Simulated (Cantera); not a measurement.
A closed system holds: 1 mol Si, 0.36 mol H₂O, 3.2 mol H₂, equilibrated at 650000 Pa.

Method: chemical equilibrium by Gibbs-energy minimisation in Cantera with the NASA 1993 tables (ideal gas, pure condensed phases). Candidate condensed phases: H₂O, Si, SiO₂; 18 gas species. Mutual solubility and eutectic melting of coexisting phases are not modelled. The tables hold silica as quartz up to 1696 K and as liquid above; real silica turns to tridymite and cristobalite and melts near 1996 K. The numbers say what is thermodynamically allowed, not how fast it happens. All values below are at 1300 K.

Base state: H₂ 1.000 (mole fractions); condensed: Si(s) + SiO₂(β-quartz).

Task: What changes in the equilibrium state with this change: Si replaced by Si₃N₄?

Result: 
| species | before | after |
|---|---|---|
| H₂ | 1.000 | 0.967 |
| N₂ | 0 | 0.0325 |
| NH₃ | 0 | 0.000138 |
| Si(s), mol | 0.820 | 0 |
| SiO₂(β-quartz), mol | 0.180 | 0 |
| Si₂N₂O(s), mol | 0 | 0.360 |
| Si₃N₄(s), mol | 0 | 0.760 |
Further candidate phases: Si₂N₂O, Si₃N₄.
